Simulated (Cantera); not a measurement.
What does this Cantera script print?

```python
import numpy as np
import cantera as ct

gas = ct.Solution("gri30.yaml")
gas.TPX = 300, 1000000, {'CH3OH': 1, 'O2': 1.5, 'N2': 5.64}
flame = ct.FreeFlame(gas, width=0.008)
flame.set_refine_criteria(ratio=3, slope=0.08, curve=0.16)
flame.transport_model = "mixture-averaged"
flame.solve(loglevel=0, auto=True)
z, T = flame.grid, flame.T
thick = (T[-1] - T[0]) / np.gradient(T, z).max()
show = ['CH3OH', 'O2', 'CH2', 'H', 'CH3', 'NO2']
print(f"laminar burning velocity  {flame.velocity[0] * 100:.3f} cm/s")
print(f"burnt temperature         {T[-1]:.1f} K")
print(f"thermal thickness         {thick * 1e3:.4f} mm")
print(f"grid points               {len(z)}")
z0 = z[flame.heat_release_rate.argmax()]
print(f"{'z/mm':>9s}{'T/K':>9s}{'u/(m/s)':>9s}" + "".join(f"{s:>11s}" for s in show))
rows = []
for k in (-3, -2, -1.5, -1, -0.5, -0.25, 0, 0.25, 0.5, 1, 2, 4, 8):
    zz = z0 + k * thick
    rows.append([k * thick, np.interp(zz, z, T), np.interp(zz, z, flame.velocity),
                 *(np.interp(zz, z, flame.X[gas.species_index(s)]) for s in show)])
    print(f"{rows[-1][0] * 1e3:9.3f}{rows[-1][1]:9.1f}{rows[-1][2]:9.3f}" + "".join(f"{x:11.3e}" for x in rows[-1][3:]))
```

Result:

```
laminar burning velocity  20.920 cm/s
burnt temperature         2268.8 K
thermal thickness         0.0659 mm
grid points               136
     z/mm      T/K  u/(m/s)      CH3OH         O2        CH2          H        CH3        NO2
   -0.198    300.1    0.209  1.228e-01  1.841e-01 -5.408e-30  1.355e-21 -4.920e-15  1.067e-10
   -0.132    302.2    0.211  1.225e-01  1.837e-01 -1.479e-28  8.192e-20 -2.596e-15  2.495e-09
   -0.099    310.7    0.218  1.220e-01  1.826e-01  5.533e-27  2.268e-18  2.187e-15  1.506e-08
   -0.066    392.0    0.277  1.177e-01  1.751e-01  1.567e-22  6.671e-15  4.330e-13  1.909e-07
   -0.033    838.9    0.613  8.538e-02  1.357e-01  1.291e-15  1.901e-09  3.219e-09  1.400e-06
   -0.016   1257.8    0.942  4.590e-02  9.599e-02  7.399e-10  4.607e-06  5.095e-07  1.785e-06
    0.000   1715.2    1.312  3.650e-03  5.069e-02  1.246e-06  6.532e-04  2.865e-05  2.466e-07
    0.016   1930.4    1.467  2.740e-06  2.681e-02  1.462e-07  1.883e-03  2.359e-06  1.764e-08
    0.033   2035.3    1.536  7.904e-09  1.776e-02  6.923e-09  1.641e-03  9.307e-08  1.865e-08
    0.066   2132.9    1.600  1.859e-11  1.151e-02  2.243e-11  9.683e-04  2.821e-10  2.057e-08
    0.132   2201.5    1.645  4.008e-15  7.562e-03  4.358e-15  4.680e-04  5.560e-14  2.066e-08
    0.263   2241.3    1.670  2.196e-16  5.215e-03  7.079e-17  2.386e-04  6.652e-16  1.911e-08
    0.527   2260.7    1.683  9.869e-17  4.020e-03  2.861e-17  1.525e-04  3.087e-16  1.914e-08
```

Detailed kinetics in Cantera: GRI-Mech 3.0 (53 species, 325 reactions). GRI-Mech 3.0 was tuned for natural gas; its chemistry of methanol as a main component is partial and can be far from experiment. Burning velocities carry a grid error of a few per cent, more on coarse grids.
